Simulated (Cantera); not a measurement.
Input: 1 mol Si, 1.2 mol Cl2, 14 mol H2, 1.6 mol HCl, equilibrated at 0.100 bar.

Equilibrium computed with Cantera from the NASA thermochemical tables; the gas is ideal and each condensed phase is pure. Candidate condensed phases: Si; 19 gas species. The tables' values for SiCl3 are old estimates; treat these amounts as uncertain. Kinetics and transport are ignored.

Q: At 700 °C, list the 4 most abundant gas species with their mole fractions, and the condensed phases.

A: H2 0.920, SiCl4 0.0473, HCl 0.0167, SiHCl3 0.0147. Condensed: gas only.
